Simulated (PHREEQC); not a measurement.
Dissolve 3.8 mmol/kgw MgCl2, 20 mmol/kgw CO2 and 0.004 mmol/kgw H4SiO4 at 25 °C. Closed to the air; pH follows from the charge balance.

Model: ion-association model, phreeqc.dat, run in PHREEQC.

### Question
The ionic strength comes out as 0.0115 mol/kgw. What activity coefficients do Cl-, MgHCO3+, H+, Mg+2, HCO3- get?

### Answer
Cl- 0.90, MgHCO3+ 0.90, H+ 0.91, Mg+2 0.66, HCO3- 0.90.

Precipitation was switched off in this run.
